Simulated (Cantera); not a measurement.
Feed: 1 mol TiCl4, 1.2 mol H2, 0.6 mol O2, equilibrated at 1673 K and 0.00590 bar.

Cantera equilibrium calculation (NASA polynomials, part measured and part estimated; ideal gas, pure solids and liquids). Candidate condensed phases: H2O, Ti, TiCl2, TiCl3, TiCl4, TiO, TiO2, Ti2O3, Ti3O5, Ti4O7; 23 gas species. The tables' values for TiCl2 are old estimates; treat these amounts as uncertain. Kinetics and transport are ignored.

Base state: HCl 0.824, TiCl4 0.101, Cl 0.0374, TiCl3 0.0366, TiOCl2 0.000682, H2 0.000650, Cl2 0.000299, H2O 0.000159 (mole fractions); condensed: TiO2(rutile).

Q: What changes in the equilibrium state with this change: temperature from 1673 K to 2098.15 K?

A: 
```
species             before     after
-----------------  -------  --------
HCl                  0.824     0.680
Cl                  0.0374     0.209
TiCl3               0.0366    0.0728
TiCl4                0.101   0.00726
TiO                  <1e-9   3.89e-5
TiCl                 <1e-9   2.28e-5
TiO2               2.80e-8   8.87e-5
TiOCl              1.03e-7  0.000116
TiO2(rutile), mol    0.599         0
Ti4O7(l), mol            0     0.167
```
The tables' values for TiCl2, TiOCl are old estimates; treat these amounts as uncertain. Condensed phases not in the tables: Magnéli phases beyond Ti4O7.
